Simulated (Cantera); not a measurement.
Charge: 1 mol Al2O3, 300 mol H2, 0.22 mol H2O, equilibrated at 2123 K and 0.00133 bar.

Equilibrium computed with Cantera from the NASA thermochemical tables; the gas is ideal and each condensed phase is pure. Candidate condensed phases: Al, Al2O3, H2O; 19 gas species. The tables' values for AlOH are old estimates; treat these amounts as uncertain. Equilibrium is a limit: real reactors are often held back by kinetics, nucleation or transport.

Base state: H2 0.901, H 0.0933, H2O 0.00368, Al 0.00162, Al2O 0.000251, AlOH 0.000137, OH 4.71e-5, AlO 2.88e-5 (mole fractions); condensed: Al2O3(s).

Task: What changes in the equilibrium state with this change: temperature from 2123 K to 873.15 K?

Result: 
```
species          before     after
-------------  --------  --------
H2                0.901     0.999
H2O             0.00368  0.000733
H                0.0933   1.29e-9
Al              0.00162     <1e-9
Al2O           0.000251     <1e-9
AlOH           0.000137     <1e-9
OH              4.71e-5     <1e-9
Al2O3(s), mol     0.637      1.00
```
